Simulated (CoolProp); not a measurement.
o-xylene along the isobar 3900 kPa: fugacity coefficient from the reference equation and from simpler models built on Tc = 630.3 K, pc = 3737 kPa, ω = 0.312; each cubic takes its own stable root.

Computed with CoolProp (reference Helmholtz-energy equation of state, Zhou 2012).

```tsv
T (K)	phase	reference
430.6	liquid	0.03967
446.4	liquid	0.05647
462.2	liquid	0.07789
478	liquid	0.1044
493.7	liquid	0.1362
509.5	liquid	0.1740
525.3	liquid	0.2176
541.1	liquid	0.2668
556.9	liquid	0.3215
572.7	liquid	0.3810
588.4	liquid	0.4441
604.2	liquid	0.5102
620	liquid	0.5769
```

### Question
How far does each simpler model (van der Waals, Soave-Redlich-Kwong, Peng-Robinson) lie from the reference over these 13 states: mean and median of the absolute difference, and the worst?

### Answer
- van der Waals: mean 120.8 %, median 83.6 %, worst +362.3 % at 430.6 K and 3900 kPa
- Soave-Redlich-Kwong: mean 5.0 %, median 5.3 %, worst +5.8 % at 556.9 K and 3900 kPa
- Peng-Robinson: mean 1.5 %, median 1.5 %, worst +1.9 % at 556.9 K and 3900 kPa
